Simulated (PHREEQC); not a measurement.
Solution (25 °C): 15 mmol/kgw ZnCl2, 0.0078 mmol/kgw NaOH and 0.05 mmol/kgw FeSO4. Closed to the air; pH follows from the charge balance.

All values are PHREEQC results (ion-association model, wateq4f.dat), not measurements.

The ionic strength comes out as 0.0439 mol/kgw. What activity coefficients do Zn+2, ZnOH+, Cl-, H+, ZnCl+ get?

Zn+2 0.50, ZnOH+ 0.83, Cl- 0.82, H+ 0.86, ZnCl+ 0.82.

This is a speciation only: nothing precipitates in the calculation.
